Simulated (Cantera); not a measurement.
Input (Python, Cantera) and output of one run.

```python
import numpy as np
import cantera as ct

gas_names = """
    O2 CrO3 TaO2 B2O2 AL2O
""".split()
cond_names = """
    Cr(cr) Cr(L) Ta(cr) Ta(L) Ta2O5(s) Ta2O5(L) B(b) B(L) Ti(a) Ti(b) Ti(L) Ti4O7(s) Ti4O7(L) Ti2O3(a)
    Ti2O3(b) Ti2O3(L) AL(cr) AL(L)
""".split()


# ... load() reads the species with a 1 bar reference pressure and builds the phases ...
species = {s.name: s for s in load("nasa_gas.yaml", gas_names) + load("nasa_condensed.yaml", cond_names)}
# Each term lists the table entries of one substance; the one whose range holds T is used.
reactions = {
    '0.6667 Cr + O2(g) = 0.6667 CrO3(g)':
        [(-0.6666666666666666, ['Cr(cr)', 'Cr(L)']), (-1, ['O2']), (0.6666666666666666, ['CrO3'])],
    'Ta + O2(g) = TaO2(g)':
        [(-1, ['Ta(cr)', 'Ta(L)']), (-1, ['O2']), (1, ['TaO2'])],
    '0.8 Ta + O2(g) = 0.4 Ta2O5':
        [(-0.8, ['Ta(cr)', 'Ta(L)']), (-1, ['O2']), (0.4, ['Ta2O5(s)', 'Ta2O5(L)'])],
    '2 B + O2(g) = B2O2(g)':
        [(-2, ['B(b)', 'B(L)']), (-1, ['O2']), (1, ['B2O2'])],
    '1.143 Ti + O2(g) = 0.2857 Ti4O7':
        [(-1.1428571428571428, ['Ti(a)', 'Ti(b)', 'Ti(L)']), (-1, ['O2']), (0.2857142857142857, ['Ti4O7(s)', 'Ti4O7(L)'])],
    '1.333 Ti + O2(g) = 0.6667 Ti2O3':
        [(-1.3333333333333333, ['Ti(a)', 'Ti(b)', 'Ti(L)']), (-1, ['O2']), (0.6666666666666666, ['Ti2O3(a)', 'Ti2O3(b)', 'Ti2O3(L)'])],
    '4 Al + O2(g) = 2 Al2O(g)':
        [(-4, ['AL(cr)', 'AL(L)']), (-1, ['O2']), (2, ['AL2O'])],
}


def pick(names, T):
    return next(species[n] for n in names if species[n].thermo.min_temp <= T <= species[n].thermo.max_temp)


results = []
for label, terms in reactions.items():
    print(label)
    print("     T/K   dH/kJ  dS/(J/K)   dG/kJ   log10 K")
    for T in [300, 525, 675, 825, 975, 1125, 1275, 1425, 1575, 1725, 1875]:
        used = [(nu, pick(names, T)) for nu, names in terms]
        dH = sum(nu * s.thermo.h(T) for nu, s in used) / 1e6
        dS = sum(nu * s.thermo.s(T) for nu, s in used) / 1e3
        dG = dH - T * dS / 1e3
        logK = -dG * 1e6 / (ct.gas_constant * T * np.log(10))
        results.append((label, T, dH, dS, dG, logK, [s.name for _, s in used]))
        print(f"{T:8g} {dH:8.1f} {dS:8.1f} {dG:8.1f} {logK:8.2f}")
```

Result:

```
0.6667 Cr + O2(g) = 0.6667 CrO3(g)
     T/K   dH/kJ  dS/(J/K)   dG/kJ   log10 K
     300   -195.3    -43.5   -182.2    31.73
     525   -196.3    -46.1   -172.1    17.12
     675   -196.6    -46.7   -165.1    12.78
     825   -196.9    -47.1   -158.1    10.01
     975   -197.3    -47.6   -151.0     8.09
    1125   -198.0    -48.1   -143.8     6.68
    1275   -198.8    -48.9   -136.5     5.59
    1425   -200.0    -49.7   -129.1     4.73
    1575   -201.5    -50.7   -121.6     4.03
    1725   -203.3    -51.8   -113.9     3.45
    1875   -205.5    -53.0   -106.0     2.95
Ta + O2(g) = TaO2(g)
     T/K   dH/kJ  dS/(J/K)   dG/kJ   log10 K
     300   -200.9     33.6   -210.9    36.73
     525   -202.7     28.8   -217.9    21.68
     675   -203.7     27.2   -222.0    17.18
     825   -204.7     25.8   -226.0    14.31
     975   -205.7     24.7   -229.8    12.31
    1125   -206.8     23.7   -233.4    10.84
    1275   -208.0     22.7   -236.9     9.71
    1425   -209.2     21.8   -240.2     8.81
    1575   -210.5     20.9   -243.4     8.07
    1725   -212.0     20.0   -246.5     7.46
    1875   -213.5     19.2   -249.4     6.95
0.8 Ta + O2(g) = 0.4 Ta2O5
     T/K   dH/kJ  dS/(J/K)   dG/kJ   log10 K
     300   -818.4   -181.0   -764.1   133.04
     525   -816.5   -176.6   -723.8    72.02
     675   -814.7   -173.5   -697.6    53.98
     825   -812.6   -170.7   -671.8    42.53
     975   -810.3   -168.2   -646.3    34.63
    1125   -807.9   -165.9   -621.3    28.85
    1275   -805.5   -163.9   -596.5    24.44
    1425   -803.0   -162.0   -572.1    20.97
    1575   -800.4   -160.3   -547.9    18.17
    1725   -797.9   -158.8   -524.0    15.87
    1875   -795.4   -157.4   -500.3    13.94
2 B + O2(g) = B2O2(g)
     T/K   dH/kJ  dS/(J/K)   dG/kJ   log10 K
     300   -456.0     25.8   -463.8    80.75
     525   -455.8     26.7   -469.8    46.74
     675   -456.3     25.8   -473.7    36.66
     825   -457.2     24.6   -477.5    30.23
     975   -458.1     23.6   -481.1    25.77
    1125   -459.2     22.5   -484.6    22.50
    1275   -460.4     21.5   -487.9    19.99
    1425   -461.7     20.6   -491.0    18.00
    1575   -463.1     19.6   -494.0    16.38
    1725   -464.7     18.7   -496.9    15.05
    1875   -466.3     17.8   -499.7    13.92
1.143 Ti + O2(g) = 0.2857 Ti4O7
     T/K   dH/kJ  dS/(J/K)   dG/kJ   log10 K
     300   -972.7   -183.5   -917.7   159.78
     525   -970.9   -179.3   -876.8    87.24
     675   -969.0   -176.0   -850.2    65.79
     825   -967.0   -173.3   -824.0    52.17
     975   -965.1   -171.2   -798.2    42.76
    1125   -963.7   -169.9   -772.6    35.87
    1275   -966.0   -171.9   -746.8    30.59
    1425   -963.6   -170.1   -721.1    26.43
    1575   -961.5   -168.7   -695.7    23.07
    1725   -959.7   -167.7   -670.5    20.30
    1875   -958.3   -166.9   -645.4    17.98
1.333 Ti + O2(g) = 0.6667 Ti2O3
     T/K   dH/kJ  dS/(J/K)   dG/kJ   log10 K
     300  -1013.9   -194.4   -955.6   166.37
     525  -1010.1   -185.8   -912.5    90.79
     675  -1007.0   -180.6   -885.0    68.49
     825  -1003.7   -176.3   -858.3    54.34
     975  -1000.7   -172.9   -832.1    44.58
    1125   -998.4   -170.7   -806.4    37.44
    1275  -1000.3   -172.5   -780.4    31.97
    1425   -996.9   -170.0   -754.7    27.66
    1575   -993.9   -167.9   -729.4    24.19
    1725   -991.3   -166.4   -704.3    21.33
    1875   -989.3   -165.2   -679.4    18.93
4 Al + O2(g) = 2 Al2O(g)
     T/K   dH/kJ  dS/(J/K)   dG/kJ   log10 K
     300   -290.4    186.2   -346.3    60.29
     525   -295.7    173.0   -386.6    38.46
     675   -299.9    166.1   -412.0    31.88
     825   -305.1    159.2   -436.4    27.63
     975   -354.4    106.0   -457.8    24.53
    1125   -360.5    100.2   -473.3    21.97
    1275   -366.6     95.2   -487.9    19.99
    1425   -372.6     90.7   -501.9    18.40
    1575   -378.7     86.7   -515.2    17.09
    1725   -384.7     83.0   -527.9    15.98
    1875   -390.8     79.6   -540.1    15.05
```

Cantera with NASA thermochemical tables; ideal gases at 1 bar, condensed phases pure. Condensed species are held in their standard states even where they would react or evaporate.
